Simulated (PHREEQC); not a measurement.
Solution (25 °C): 0.072 mol/kgw Pb(NO3)2, 0.00038 mol/kgw CaCl2 and 0.00092 mol/kgw NaHCO3. Closed to the air; pH follows from the charge balance.

Equilibrium calculation in PHREEQC: ion-association model, phreeqc.dat.

Each row changes one thing in this solution. This is a speciation only: nothing precipitates in the calculation.

```tsv
case	pH	ionic strength (mol/kgw)	Cl- (mol/kgw)	CO2 (mol/kgw)	HCO3- (mol/kgw)	NaHCO3 (mol/kgw)	SI of Halite (NaCl)
as made	5.26	0.167	0.000483	0.000351	3.92e-5	1.12e-8	-8.18
Pb(NO3)2 from 0.072 to 0.0648 mol/kgw	5.30	0.152	0.000493	0.000343	4.16e-5	1.21e-8	-8.16
CaCl2 replaced by LiCl at the same molality	5.26	0.166	0.000241	0.000351	3.92e-5	1.12e-8	-8.48
Pb(NO3)2 from 0.072 to 0.0072 mol/kgw	5.90	0.0208	0.000671	0.000285	0.000115	4.51e-8	-7.90
NaHCO3 from 0.00092 to 0.00184 mol/kgw	5.39	0.167	0.000485	0.000568	8.55e-5	4.88e-8	-7.88
diluted 10-fold with water	5.59	0.0202	6.64e-5	4.64e-5	9.24e-6	3.63e-10	-9.91
CaCl2 from 0.00038 to 0.00057 mol/kgw	5.26	0.167	0.000725	0.000351	3.93e-5	1.12e-8	-8.00
Pb(NO3)2 left out	8.19	0.00205	0.000760	1.24e-5	0.000893	4.18e-7	-7.77
```

Some of these states are supersaturated (in Cerussite, Pb(OH)2, for instance).
